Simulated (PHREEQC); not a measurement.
## Ultrapure water in contact with air or piping (model solution)

A made-up water analysis in mg/L, 60 °C, pH 6.27, pe 8.4:

```json
[
 {"constituent": "Na", "mg/L": "0.126"},
 {"constituent": "K", "mg/L": "0.000505"},
 {"constituent": "Ca", "mg/L": "0.393"},
 {"constituent": "Mg", "mg/L": "0.349"},
 {"constituent": "Cl", "mg/L": "0.141"},
 {"constituent": "S(6) as SO4", "mg/L": "0.201"},
 {"constituent": "Alkalinity as HCO3", "mg/L": "2.76"},
 {"constituent": "Ni", "mg/L": "0.000354"}
]
```

Valence states are taken as typed.

Computed with PHREEQC (ion-association model, wateq4f.dat).

Precipitation was switched off in this run.

**Question.** What charge-balance error does the model give?

**Answer.** charge-balance error 0.4 %.

**Question.** In which forms is Ni present?

**Answer.** Ni+2 95 %, NiCO3 4.1 %, NiHCO3+ 0.6 % of the Ni.

At this temperature some constants are extrapolated from 25 °C, and those without enthalpy data are left unchanged.
